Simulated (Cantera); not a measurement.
Feed: 1 mol TiCl4, 0.42 mol H2O, held at 100 Pa.

Equilibrium computed with Cantera from the NASA thermochemical tables; the gas is ideal and each condensed phase is pure. Candidate condensed phases: H2O, Ti, TiCl2, TiCl3, TiCl4, TiO, TiO2, Ti2O3, Ti3O5, Ti4O7; 23 gas species. The tables' values for TiCl2 are old estimates; treat these amounts as uncertain. The numbers say what is thermodynamically allowed, not how fast it happens.

x: gas mole fraction; n: condensed amount in mol.

| T (K) | x HCl | x TiCl4 | x TiCl3 | x Cl | x TiOCl2 | x Cl2 | n TiO2(rutile) |
|---|---|---|---|---|---|---|---|
| 1350 | 0.510 | 0.470 | 0.0101 | 0.00965 | 2.12e-5 | ___ | 0.210 |
| 1400 | 0.507 | 0.459 | 0.0173 | 0.0166 | 5.43e-5 | ___ | 0.210 |
| 1450 | 0.501 | 0.443 | 0.0282 | 0.0274 | 0.000129 | ___ | 0.210 |
| 1500 | 0.493 | 0.419 | 0.0442 | 0.0432 | 0.000287 | ___ | 0.210 |
| 1550 | 0.481 | 0.386 | 0.0662 | 0.0650 | 0.000596 | ___ | 0.209 |
| 1600 | 0.466 | 0.343 | 0.0947 | 0.0935 | 0.00116 | 0.000724 | 0.209 |
| 1650 | 0.448 | 0.291 | 0.129 | 0.128 | 0.00209 | 0.000764 | 0.208 |

**Question.** What belongs in the gaps?

**Answer.** 
- 1350, x Cl2: 0.000256
- 1400, x Cl2: 0.000343
- 1450, x Cl2: 0.000441
- 1500, x Cl2: 0.000546
- 1550, x Cl2: 0.000645
